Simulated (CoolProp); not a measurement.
Vapour-liquid equilibrium of carbon dioxide (1) + dimethyl ether (2) at 265.7 K; x and y are mole fractions of (1).

Model: multi-fluid Helmholtz-energy mixture model, Span 1996 and Wu 2011; pair parameters Bell 2016, in CoolProp.

| x | bubble pressure, mixture model (MPa) | bubble pressure, Raoult's law (MPa) | y, mixture model | y, Raoult's law |
|---|---|---|---|---|
| 0.05 | 0.2860 | 0.3358 | 0.308 | 0.424 |
| 0.125 | 0.4194 | 0.5340 | 0.553 | 0.666 |
| 0.2 | 0.5650 | 0.7322 | 0.688 | 0.777 |
| 0.275 | 0.7232 | 0.9304 | 0.773 | 0.841 |
| 0.35 | 0.8940 | 1.129 | 0.831 | 0.883 |
| 0.425 | 1.077 | 1.327 | 0.872 | 0.912 |
| 0.5 | 1.273 | 1.525 | 0.903 | 0.933 |
| 0.575 | 1.480 | 1.723 | 0.927 | 0.950 |
| 0.65 | 1.698 | 1.921 | 0.945 | 0.963 |
| 0.725 | 1.925 | 2.119 | 0.961 | 0.974 |
| 0.8 | 2.162 | 2.318 | 0.973 | 0.982 |
| 0.875 | 2.409 | 2.516 | 0.984 | 0.990 |
| 0.95 | 2.666 | 2.714 | 0.994 | 0.996 |

The largest gap from Raoult's law is -22.8 % in bubble pressure, at x = 0.2. No azeotrope shows between x = 0.05 and 0.95.

Pair parameters are fitted to limited data, so mixtures are less certain than the pure fluids.
